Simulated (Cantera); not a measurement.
Thermodynamics of oxide etching and cleaning by halides, feed Fe2O3 + HCl + N2

A closed system holds: 1 mol Fe2O3, 3.9 mol HCl, 54 mol N2, held at 2.50 Pa.

Method: chemical equilibrium by Gibbs-energy minimisation in Cantera with the NASA 1993 tables (ideal gas, pure condensed phases). Candidate condensed phases: Fe, FeCl2, FeCl3, FeO, Fe(OH)2, Fe(OH)3, Fe2O3, Fe3O4, H2O, NH4Cl; 37 gas species. Mutual solubility and eutectic melting of coexisting phases are not modelled. The tables' stoichiometric FeO is somewhat more stable than real wüstite, so its field is too wide. FeO: taken at fixed stoichiometry. Rates play no part.

| T (K) | x N2 | x HCl | x Cl | x Fe | x H2O | x FeCl2 | x O2 | n Fe3O4(s) | n FeO(s) | n FeO(l) |
|---|---|---|---|---|---|---|---|---|---|---|
| 1273 | 0.928 | 0.0488 | 0.00440 | 2.27e-10 | 0.00911 | 0.00691 | 0.00289 | 0.533 | 0 | 0 |
| 1323 | 0.927 | 0.0450 | 0.00522 | 3.47e-9 | 0.0110 | 0.00836 | 0.00292 | 0.504 | 0 | 0 |
| 1373 | 0.927 | 0.0412 | 0.00607 | 4.34e-8 | 0.0128 | 0.00983 | 0.00293 | 0.476 | 0 | 0 |
| 1423 | 0.927 | 0.0375 | 0.00694 | 4.55e-7 | 0.0146 | 0.0113 | 0.00294 | 0.448 | 0 | 0 |
| 1473 | 0.926 | 0.0339 | 0.00781 | 4.06e-6 | 0.0164 | 0.0126 | 0.00294 | 0.422 | 0 | 0 |
| 1523 | 0.925 | 0.0305 | 0.00870 | 3.12e-5 | 0.0179 | 0.0138 | 0.00294 | 0.397 | 0 | 0 |
| 1573 | 0.924 | 0.0273 | 0.00976 | 0.000202 | 0.0192 | 0.0148 | 0.00315 | 0.353 | 0.0581 | 0 |
| 1623 | 0.920 | 0.0254 | 0.0129 | 0.000729 | 0.0196 | 0.0141 | 0.00550 | 0 | 1.12 | 0 |
| 1673 | 0.915 | 0.0238 | 0.0153 | 0.00296 | 0.0197 | 0.0135 | 0.00598 | 0 | 0 | 0.995 |
| 1723 | 0.903 | 0.0220 | 0.0188 | 0.00958 | 0.0194 | 0.0122 | 0.00817 | 0 | 0 | 0.602 |
| 1773 | 0.884 | 0.0210 | 0.0245 | 0.0207 | 0.0181 | 0.00916 | 0.0117 | 0 | 0 | 0 |
| 1823 | 0.873 | 0.0217 | 0.0326 | 0.0253 | 0.0158 | 0.00442 | 0.0118 | 0 | 0 | 0 |
x: gas mole fraction; n: condensed amount in mol.

From 1273 K to 1523 K the condensed part is Fe3O4(s). At 1573 K the condensed part is FeO(s) + Fe3O4(s). At 1623 K the condensed part is FeO(s). From 1673 K to 1723 K the condensed part is FeO(l). From 1773 K to 1823 K nothing is condensed. The main Fe-bearing gas is FeCl2 at 1273 K and Fe at 1823 K.
